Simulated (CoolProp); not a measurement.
Properties of n-pentane along the isobar 166 bar (Tc = 469.7 K, pc = 33.68 bar, ω = 0.251).

Values from CoolProp's reference Helmholtz-energy equation of state, Thol 2019.

```csv
T (K),phase,density (kg/m³),cv (kJ/(kg K)),Joule-Thomson coefficient (K/MPa),isothermal compressibility (1/MPa),Prandtl number
231.2,liquid,696.0,1.539,-0.5087,0.0009294,6.25
259.1,liquid,672.8,1.612,-0.4748,0.001145,5.18
287,liquid,649.5,1.701,-0.4343,0.001424,4.41
314.9,liquid,625.7,1.800,-0.3880,0.001790,3.83
342.8,liquid,601.3,1.906,-0.3354,0.002279,3.39
370.7,liquid,576.1,2.015,-0.2753,0.002942,3.02
398.6,liquid,549.9,2.126,-0.2048,0.003858,2.70
426.5,liquid,522.5,2.237,-0.1200,0.005143,2.40
```

Viscosity comes from a separate model (Quiñones-Cisneros 2006), older than the equation that it now runs on, and unchecked against measurements. Thermal conductivity comes from a separate model (Vassiliou 2015).
